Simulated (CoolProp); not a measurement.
Values from CoolProp's reference Helmholtz-energy equation of state, Lemmon 2006. It is a short technical equation, of lower accuracy than the large ones.

### Question
For nitrous oxide, give the phase and the Z, cp (kJ/(kg K)) at 367.7 K and 5.32 MPa; 330.5 K and 1.55 MPa; 314.1 K and 12.7 MPa.

### Answer
- 367.7 K and 5.32 MPa: gas; Z 0.846, cp 1.20
- 330.5 K and 1.55 MPa: gas; Z 0.938, cp 0.991
- 314.1 K and 12.7 MPa: supercritical; Z 0.285, cp 2.66
